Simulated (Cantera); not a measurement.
A Cantera script and what it prints.

```python
import numpy as np
import cantera as ct

gas_names = [...]  # 113 gases of nasa_gas.yaml made of C, H, O, Ti
cond_names = """
    C(gr) C6H6(L) C7H8(L) C8H18(L),n-octa H2O(s) H2O(L) Ti(a) Ti(b) Ti(L) TiC(s) TiC(L) TiO(a) TiO(b)
    TiO(L) TiO2(ru) TiO2(L) Ti2O3(a) Ti2O3(b) Ti2O3(L) Ti3O5(a) Ti3O5(b) Ti3O5(L) Ti4O7(s) Ti4O7(L)
""".split()


# ... load() reads the species with a 1 bar reference pressure and builds the phases ...
atoms = {
    'Ti(OiPr)4': {'Ti': 1, 'C': 12, 'H': 28, 'O': 4},
    'O2': {'O': 2},
    'H2': {'H': 2},
}
top_T = {'C(gr)': 4500}  # K; cautious upper limits of use, not melting points


# ... equilibrate(T, P, feed) seeds the gas with the atoms and calls Mixture.equilibrate('TP', solver="vcs", rtol=1e-11, max_steps=5000) ...
results = []
feed = {'Ti(OiPr)4': 1, 'O2': 2.1, 'H2': 4.4}  # mol
T = 2148  # K
P = 1000  # Pa
mix = equilibrate(T, P, feed)
results.append((T, P, feed, dict(zip(mix.species_names, mix.species_moles))))
x = sorted(zip(gas.X, gas.species_names), reverse=True)
print(f"T = {T:g} K  P = {P:g} Pa  gas = {mix.phase_moles(0):.4g} mol")
print("   x: " + "  ".join(f"{s} {v:.3e}" for v, s in x if v > 0.001))
print("   condensed (mol): " + ("  ".join(f"{mix.phase(i).name} {mix.phase_moles(i):.4g}"
      for i in range(1, mix.n_phases) if mix.phase_moles(i) > 1e-12) or "none"))
```

Output:

```
T = 2148 K  P = 1000 Pa  gas = 27.06 mol
   x: H2 6.618e-01  CO 3.030e-01  H 3.391e-02  C2H2,acetylene 1.267e-03
   condensed (mol): C(gr) 2.731  TiC(s) 1
```

Method: chemical equilibrium by Gibbs-energy minimisation in Cantera with the NASA 1993 tables (ideal gas, pure condensed phases). The feed counts by its element totals alone. TiC: taken at fixed stoichiometry.
